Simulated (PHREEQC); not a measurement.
Consider water at 25 °C with 0.0015 mol/kgw KOH and 0.0015 mol/kgw NaAlO2. Closed to the air; pH follows from the charge balance.

The numbers come from PHREEQC with the ion-association model, phreeqc.dat.

| quantity | before | after |
|---|---|---|
| pH | 11.14 | 9.17 |
| SI of Gibbsite (Al(OH)3) | +0.56 | +0.56 |

Q: What was changed between the two runs?
A) 4.7e-05 mol/kgw NaCl added
B) diluted 100-fold with water
C) 2.9e-05 mol/kgw NH3 added
D) KOH left out
E) KOH from 0.0015 to 0.0003 mol/kgw

A: B, diluted 100-fold with water

No solid was allowed to form. Some of these states are supersaturated (in Gibbsite (slow to form), for instance).
